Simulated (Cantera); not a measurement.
# Hydrocarbon pyrolysis for carbon deposition

A perfectly stirred reactor is fed with CH4 : H2 : N2 = 1 : 41 : 0.069 (molar parts), at 16.0 Pa; it is held at 1948 K, and followed from long to short residence time.

Model: GRI-Mech 3.0 (53 species, 325 reactions), integrated in Cantera. GRI-Mech 3.0 stops at C3 and has no aromatics, soot or wall deposition, so with more carbon than oxygen in the feed, carbon stays in small species such as C2H2 where larger ones or solid carbon would form. Radical loss at walls, strong at low pressure, is not modelled.

| τ (s) | x CH4 | x H2 | x C2H2 | x C2H | x C2H6 | x CH2 | x H |
|---|---|---|---|---|---|---|---|
| 8.6 | 0.00888 | 0.976 | 0.00670 | 6.15e-7 | 1.99e-7 | 6.48e-6 | 0.00575 |
| 3.2 | 0.0147 | 0.974 | 0.00373 | 2.61e-7 | 3.90e-7 | 6.02e-6 | 0.00438 |
| 1.2 | 0.0203 | 0.973 | 0.00106 | 4.76e-8 | 4.04e-7 | 3.51e-6 | 0.00280 |
| 0.46 | 0.0229 | 0.973 | 9.88e-5 | 2.02e-9 | 1.46e-7 | 8.96e-7 | 0.00128 |
| 0.17 | 0.0235 | 0.974 | 3.79e-6 | 2.91e-11 | 2.59e-8 | 1.37e-7 | 0.000480 |
| 0.064 | 0.0237 | 0.974 | 1.06e-7 | <1e-12 | 3.93e-9 | 2.00e-8 | 0.000180 |
| 0.024 | 0.0237 | 0.975 | 2.41e-9 | <1e-12 | 5.36e-10 | 2.83e-9 | 6.71e-5 |
| 0.0091 | 0.0238 | 0.975 | 5.39e-11 | <1e-12 | 6.68e-11 | 4.02e-10 | 2.49e-5 |
x: mole fraction; the columns are a selection and need not sum to one.
